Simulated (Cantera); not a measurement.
## Carbon deposition, reforming and gasification: C + H2O + N2 + CO2

Input: 1 mol C, 2.1 mol H2O, 2.7 mol N2, 0.024 mol CO2, held at 120000 Pa.

Cantera equilibrium calculation (NASA polynomials, part measured and part estimated; ideal gas, pure solids and liquids). Candidate condensed phases: C, C6H6, C7H8, C8H18, H2O; 169 gas species. Ions and electrons are included (thermal ionisation). Kinetics and transport are ignored.

```
T (K)   x N2      x H     x H2     x H2O   x CO       x O     x OH     x CO2       x N      x NO
-----  -----  -------  -------  --------  -----  --------  -------  --------  --------  --------
2500   0.461  0.00987    0.185     0.167  0.153   6.50e-5  0.00185    0.0223   1.81e-7  0.000188
2750   0.455   0.0263    0.177     0.161  0.152  0.000603  0.00642    0.0203   1.48e-6  0.000845
3000   0.442   0.0586    0.165     0.142  0.151   0.00362   0.0167    0.0174   8.45e-6   0.00273
3250   0.417    0.114    0.151     0.104  0.147    0.0139   0.0310    0.0128   3.64e-5   0.00613
3500   0.384    0.193    0.128    0.0575  0.140    0.0350   0.0399   0.00758  0.000125   0.00950
3750   0.350    0.281   0.0945    0.0234  0.131    0.0619   0.0364   0.00376  0.000363    0.0110
4000   0.326    0.356   0.0598   0.00732  0.124    0.0852   0.0255   0.00170  0.000925    0.0104
4250   0.311    0.404   0.0340   0.00199  0.119     0.100   0.0153  0.000763   0.00213   0.00888
4500   0.302    0.432   0.0187  0.000534  0.116     0.109  0.00863  0.000355   0.00451   0.00729
4750   0.295    0.445   0.0103  0.000150  0.115     0.114  0.00488  0.000175   0.00886   0.00594
5000   0.289    0.451  0.00590   4.59e-5  0.113     0.116  0.00283   9.15e-5    0.0163   0.00484
```
x: gas mole fraction; nothing condenses.

From 2500 K to 5000 K nothing is condensed. The main C-bearing gas is CO throughout.
